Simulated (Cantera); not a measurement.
A perfectly stirred reactor is fed with 3.10 % C₃H₈, 17.6 % O₂, 66.3 % N₂, 13.0 % H₂O, at 0.890 bar; it is adiabatic with a 675 K inlet, and is followed from long to short residence time, starting on the burning branch (τ in s: 0.12, 0.063, 0.034, 0.018, 0.0096, 0.0051, 0.0027, 0.0015, 0.00078, 0.00042, 0.00022, 0.00012, 6.3e-05).

Model: GRI-Mech 3.0 (53 species, 325 reactions), integrated in Cantera. GRI-Mech 3.0 was tuned for natural gas; its chemistry of propane as a main component is partial and can be far from experiment.

Question: Predict: blow-out, bracketed by the residence times tried; x(C₃H₈) at τ = 0.120 s; x(O₂) at τ = 0.120 s; x(H₂O) at τ = 0.120 s; x(CO₂) at τ = 0.120 s; x(CO) at τ = 0.120 s; x(C₃H₈) at τ = 2.70 ms; x(O₂) at τ = 2.70 ms; x(H₂O) at τ = 2.70 ms; x(CO₂) at τ = 2.70 ms; x(CO) at τ = 2.70 ms.

Answer: 
* **blow-out, bracketed by the residence times tried**: burning at 63.0 µs, the shortest tried
* **x(C₃H₈) at τ = 0.120 s**: 1.49e-7
* **x(O₂) at τ = 0.120 s**: 0.0217
* **x(H₂O) at τ = 0.120 s**: 0.241
* **x(CO₂) at τ = 0.120 s**: 0.0857
* **x(CO) at τ = 0.120 s**: 0.00397
* **x(C₃H₈) at τ = 2.70 ms**: 4.13e-6
* **x(O₂) at τ = 2.70 ms**: 0.0274
* **x(H₂O) at τ = 2.70 ms**: 0.231
* **x(CO₂) at τ = 2.70 ms**: 0.0767
* **x(CO) at τ = 2.70 ms**: 0.0121
